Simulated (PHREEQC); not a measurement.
PHREEQC input (ion-association model, phreeqc.dat):

```
SOLUTION 0
  temp 25
  units mmol/kgw
  pH 7 charge
  Cl 6.05
  Cd 0.87
  K 4.3
  O(0) 1 O2(g) -0.68
SOLUTION 1-40
  temp 25
  units mmol/kgw
  pH 7 charge
  Cl 16.61
  Ca 5.6
  Pb 2.7
  O(0) 1 O2(g) -0.68
END
EXCHANGE 1-40
  X 0.0054
  -equilibrate 1
END
SELECTED_OUTPUT 1
  -reset false
  -pH true
  -pe true
  -ionic_strength true
  -water true
  -step true
  -totals Ca Cd Cl K Pb
  -molalities CaX2 PbX2 CdX2 KX
  -saturation_indices Sylvite Cd(OH)2 Pb(OH)2
PRINT
  -reset false
TRANSPORT
  -cells 40
  -shifts 160
  -lengths 0.0025
  -time_step 60
  -dispersivities 0.008
  -boundary_conditions flux flux
  -correct_disp true
  -punch_cells 40
  -punch_frequency 5
END
```

Selected output (columns that matter, 15 of 33 rows; pore volumes added in front):

```
pore volumes	pH	mu	Ca	Cd	Cl	K	Pb	m_CaX2	m_PbX2	m_CdX2	m_KX	si_Sylvite	si_Cd(OH)2	si_Pb(OH)2
0	4.9587	0.02348	0.0056	0	0.01661	0	0.0027	0.0016546	0.0010454	0	0	-1000	-1000	-1.1908
0.2625	4.9587	0.023477	0.0055993	2.1729e-08	0.016608	2.0491e-07	0.0026996	0.0016546	0.0010454	3.4178e-09	2.3097e-08	-9.5191	-11.926	-1.1908
0.6375	4.9652	0.020965	0.0048826	4.5415e-05	0.014912	0.00039313	0.0023266	0.0016296	0.0010384	8.3771e-06	4.7094e-05	-6.2755	-8.5655	-1.2222
0.8875	4.9786	0.016296	0.003507	0.0001271	0.011839	0.0012685	0.0016462	0.0015598	0.0010188	3.3676e-05	0.00017541	-5.8516	-8.0349	-1.3041
1.1375	4.9923	0.012215	0.0022823	0.00018457	0.0092164	0.0021391	0.0010668	0.0014605	0.00098639	7.5712e-05	0.00035481	-5.7175	-7.7881	-1.4232
1.3875	5.0026	0.0096461	0.0014896	0.00021574	0.0076135	0.0027835	0.00070468	0.0013484	0.00094535	0.00013165	0.00054916	-5.6743	-7.6589	-1.5528
1.7625	5.0117	0.0078189	0.00087782	0.00025345	0.0065392	0.0033985	0.0004341	0.0011767	0.00087793	0.00023748	0.00081586	-5.6443	-7.5394	-1.7216
2.0125	5.0151	0.0072938	0.00066835	0.00028545	0.006267	0.0036605	0.00034444	0.0010663	0.00083295	0.00032137	0.00095873	-5.6279	-7.4718	-1.8082
2.2625	5.0175	0.0070143	0.00053257	0.00032401	0.0061446	0.003846	0.00028774	0.00096115	0.00078878	0.0004144	0.0010713	-5.614	-7.4075	-1.8779
2.6375	5.02	0.0068022	0.00039833	0.00038961	0.0060767	0.0040251	0.00023288	0.00081404	0.00072374	0.00056566	0.0011931	-5.5988	-7.3192	-1.9622
2.8875	5.0213	0.0067234	0.00033406	0.00043507	0.0060614	0.0040998	0.00020668	0.00072354	0.00068098	0.00066993	0.0012511	-5.5922	-7.2677	-2.0106
3.1375	5.0224	0.0066685	0.00028204	0.00047968	0.0060548	0.0041512	0.00018512	0.00063956	0.00063871	0.00077364	0.0012962	-5.5878	-7.2224	-2.0557
3.3875	5.0233	0.0066274	0.00023888	0.00052211	0.0060521	0.0041868	0.00016666	0.00056237	0.00059708	0.00087454	0.001332	-5.5848	-7.1832	-2.0989
3.7625	5.0245	0.0065813	0.00018655	0.00058006	0.0060506	0.0042213	0.00014301	0.00045958	0.00053627	0.0010172	0.0013739	-5.5821	-7.1344	-2.1624
4.0125	5.0252	0.0065574	0.00015816	0.00061441	0.0060502	0.0042365	0.00012927	0.00039956	0.00049717	0.0011051	0.0013963	-5.581	-7.1076	-2.2045
```
